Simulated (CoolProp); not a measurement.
Vapour-liquid equilibrium of carbon dioxide (1) + R22 (2) at 236.2 K; x and y are mole fractions of (1).

Model: multi-fluid Helmholtz-energy mixture model, Span 1996 and Kamei 1995; pair parameters Bell 2016, in CoolProp.

```csv
x,"bubble pressure, mixture model (MPa)","bubble pressure, Raoult's law (MPa)","y, mixture model","y, Raoult's law"
0.05,0.1576,0.1711,0.262,0.328
0.2,0.2831,0.3212,0.645,0.699
0.35,0.4263,0.4714,0.804,0.833
0.5,0.5797,0.6215,0.887,0.903
0.65,0.7380,0.7717,0.936,0.945
0.8,0.8993,0.9219,0.969,0.974
0.95,1.065,1.072,0.993,0.994
```

The largest gap from Raoult's law is -11.9 % in bubble pressure, at x = 0.2. No azeotrope shows between x = 0.05 and 0.95.

Pair parameters are fitted to limited data, so mixtures are less certain than the pure fluids.
